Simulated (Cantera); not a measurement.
A freely propagating, adiabatic, planar premixed flame of 8.75 % CH4, 2.36 % CO, 18.6 % O2, 70.3 % N2, unburnt at 600 K and 0.987 atm; mixture-averaged transport, grid criteria slope 0.08 and curve 0.16, no radiation.

Detailed kinetics in Cantera: GRI-Mech 3.0 (53 species, 325 reactions). Burning velocities carry a grid error of a few per cent, more on coarse grids.

Predict: laminar burning velocity; thermal thickness; peak x(CH2); peak x(C2H); peak x(HCN).


```json
{
  "laminar_burning_velocity": "139 cm/s",
  "thermal_thickness": "0.323 mm",
  "peak x(CH2)": "5.95e-5",
  "peak x(C2H)": "2.83e-7",
  "peak x(HCN)": "3.32e-6"
}
```
